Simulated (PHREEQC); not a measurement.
0.069 g of hydrous ferric oxide (600 m²/g; 0.2 weak and 0.005 strong sites per Fe, Dzombak-Morel constants, diffuse double layer) in 1 kg of water with 0.3 mol/kgw of an inert sodium salt and 0.0046 mmol/kgw Na2SO4 and 0.00083 mmol/kgw Na2HAsO4, at 25 °C; the pH is set by adding NaOH or the inert anion's acid. Oxygen alone is held at its pressure in air (log pO2 = -0.68). No CO2 enters from the air. Nothing may precipitate in this run.

Equilibrium calculation in PHREEQC: ion-association model, wateq4f.dat.

```tsv
pH	S sorbed (%)	As sorbed (%)	surface charge σ (C/m²)	surface potential ψ (mV)
3	56.0	100.0	0.354	124
3.5	55.5	100.0	0.349	123
4	52.8	100.0	0.336	121
4.5	46.1	100.0	0.308	117
5	33.6	100.0	0.262	109
5.5	18.4	100.0	0.206	97
6	7.2	100.0	0.151	82
6.5	2.1	100.0	0.103	64
7	0.5	100.0	0.064	45
7.5	0.1	99.9	0.032	___
8	0.0	99.8	___	___
8.5	0.0	99.1	-0.023	-18
9	0.0	___	-0.053	-39
9.5	0.0	90.2	-0.089	-58
10	0.0	74.9	-0.133	___
10.5	0.0	49.5	-0.186	-92
11	0.0	22.7	-0.244	-105
```

Task: What belongs in the gaps?

Result: 
- 7.5, surface potential ψ (mV): 25
- 8, surface charge σ (C/m²): 0.004
- 8, surface potential ψ (mV): 4
- 9, As sorbed (%): 96.9
- 10, surface potential ψ (mV): -76

Complexes and solids missing from the database can't appear. The oxide is taken as insoluble; below pH 4 it would dissolve.
